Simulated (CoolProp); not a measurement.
A single-stage vapour-compression cycle with the fluid: evaporating at 201.15 K (dew point), condensing at 266.15 K (bubble point), superheat 0 K, subcooling 5 K, compressor efficiency 0.7, no pressure losses. The same conditions are run with several fluids, on thermodynamics alone (safety and materials aside).

The numbers come from the reference Helmholtz-energy equation of state of each fluid (R22: Kamei 1995; fluoroethane (R161): Wu 2012; CH3F (R41): Lemmon 2006; C3F8 (R218): Lemmon 2006; carbonyl sulfide: Lemmon 2006; hydrogen chloride: Thol 2018) in CoolProp.

Problem. Rank R22, fluoroethane (R161), CH3F (R41), C3F8 (R218), carbonyl sulfide, hydrogen chloride by cooling COP, highest first.

Solution. fluoroethane (R161) (1.72), R22 (1.71), carbonyl sulfide (1.69), CH3F (R41) (1.58), hydrogen chloride (1.54), C3F8 (R218) (1.42)

```json
[
 {"fluid": "R22", "pressure ratio": "21.9", "discharge temperature (K)": "376.7", "refrigerating effect (kJ/kg)": "187", "volumetric capacity (kJ/m³)": "175"},
 {"fluid": "fluoroethane (R161)", "pressure ratio": "22.7", "discharge temperature (K)": "369.4", "refrigerating effect (kJ/kg)": "342", "volumetric capacity (kJ/m³)": "150"},
 {"fluid": "CH3F (R41)", "pressure ratio": "11.8", "discharge temperature (K)": "402.5", "refrigerating effect (kJ/kg)": "346", "volumetric capacity (kJ/m³)": "1060"},
 {"fluid": "C3F8 (R218)", "pressure ratio": "22.3", "discharge temperature (K)": "268.8", "refrigerating effect (kJ/kg)": "59.0", "volumetric capacity (kJ/m³)": "98.9"},
 {"fluid": "carbonyl sulfide", "pressure ratio": "16.2", "discharge temperature (K)": "419.0", "refrigerating effect (kJ/kg)": "251", "volumetric capacity (kJ/m³)": "297"},
 {"fluid": "hydrogen chloride", "pressure ratio": "10.7", "discharge temperature (K)": "468.3", "refrigerating effect (kJ/kg)": "324", "volumetric capacity (kJ/m³)": "1490"}
]
```
